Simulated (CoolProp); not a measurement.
A simple Rankine cycle with n-hexane: condensing at 300.15 K, boiler at 1.21 MPa, turbine inlet 489.1 K, turbine efficiency 0.85, pump efficiency 0.8, no recuperator. Each further row changes one setting.

Computed with CoolProp (reference Helmholtz-energy equation of state, Thol 2019).

```tsv
case	thermal efficiency (%)	net work (kJ/kg)	heat in (kJ/kg)	turbine exit temperature (K)	volume ratio over the turbine
as stated	18.7	137	729	417.4	57.1
turbine inlet 509.1 K	18.4	144	784	438.1	55.7
condensing temperature 292.15 K	19.8	148	747	412.0	80.4
boiler pressure 0.847 MPa	17.3	128	740	426.0	38.0
turbine efficiency 0.75	16.5	120	729	424.7	58.2
```
